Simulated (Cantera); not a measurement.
Equilibrium for silicon carbide growth: CH3SiH3 + C3H8 + H2

Charge: 1 mol CH3SiH3, 0.26 mol C3H8, 1.2 mol H2, equilibrated at 2225 °C and 14.3 Torr.

These are equilibrium values from Cantera (NASA tables, ideal gas, pure condensed phases), not measurements of a reactor. Candidate condensed phases: C, C6H6, C7H8, C8H18, Si, SiC; 87 gas species. The feed counts by its element totals alone. Gases not in the tables: Si2H6 and higher silanes. The numbers say what is thermodynamically allowed, not how fast it happens.

```yaml
x(H2): 0.750
x(H): 0.157
x(Si): 0.0588
x(SiC2): 0.0152
x(Si2C): 0.00837
x(C2H2 (acetylene)): 0.00805
x(SiH): 0.00186
x(Si2): 0.000373
x(SiH2): 0.000182
n(C(graphite)): 1.02 mol
n(SiC(s)): 0.415 mol
gas_amount: 6.254 mol
log10 activity of Si(l) (absent): -0.62
```
